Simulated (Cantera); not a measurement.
A closed system holds: 1 mol B₂O₃, 0.069 mol O₂, at 1548 K.

Equilibrium computed with Cantera from the NASA thermochemical tables; the gas is ideal and each condensed phase is pure. Candidate condensed phases: B, B₂O₃; 10 gas species. The numbers say what is thermodynamically allowed, not how fast it happens.

x: gas mole fraction; n: condensed amount in mol.

```tsv
P (Pa)	x O₂	x B₂O₃	x BO₂	x O	n B₂O₃(l)
10	0.419	0.561	0.0198	0.000494	0.907
32	[?]	[?]	[?]	[?]	0.985
100	0.939	0.0561	0.00432	0.000234	0.996
320	0.981	0.0175	0.00182	0.000134	0.999
1000	0.994	0.00561	0.000778	7.61e-5	1.000
3200	0.998	0.00175	0.000326	4.26e-5	1.000
10000	0.999	0.000561	0.000139	2.41e-5	1.000
32000	1.000	[?]	[?]	[?]	1.000
100000	1.000	5.61e-5	2.47e-5	7.63e-6	1.000
```

Task: Complete the blanks.

Result: 
- 32, x O₂: 0.815
- 32, x B₂O₃: 0.175
- 32, x BO₂: 0.00979
- 32, x O: 0.000385
- 32000, x B₂O₃: 0.000175
- 32000, x BO₂: 5.80e-5
- 32000, x O: 1.35e-5
